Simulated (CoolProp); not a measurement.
Vapour-liquid equilibrium of m-xylene (1) + n-decane (2) at 17.2 kPa; x and y are mole fractions of (1).

Model: multi-fluid Helmholtz-energy mixture model, Zhou 2012 and Lemmon 2006; pair parameters Bell 2016, in CoolProp.

| x | bubble temperature, mixture model (°C) | bubble temperature, Raoult's law (°C) | y, mixture model | y, Raoult's law |
|---|---|---|---|---|
| 0.05 | 112.5 | 112.8 | 0.147 | 0.138 |
| 0.15 | 107.3 | 108.0 | 0.366 | 0.355 |
| 0.25 | 103.1 | 103.8 | 0.521 | 0.515 |
| 0.35 | 99.4 | 100.1 | 0.637 | 0.637 |
| 0.45 | 96.3 | 96.8 | 0.727 | 0.731 |
| 0.55 | 93.4 | 93.8 | 0.799 | 0.805 |
| 0.65 | 90.9 | 91.1 | 0.858 | 0.865 |
| 0.75 | 88.5 | 88.7 | 0.907 | 0.913 |
| 0.85 | 86.4 | 86.4 | 0.949 | 0.953 |
| 0.95 | 84.3 | 84.4 | 0.984 | 0.986 |

The largest gap from Raoult's law is -0.7 K in bubble temperature, at x = 0.25. No azeotrope shows between x = 0.05 and 0.95.

Pair parameters are fitted to limited data, so mixtures are less certain than the pure fluids.
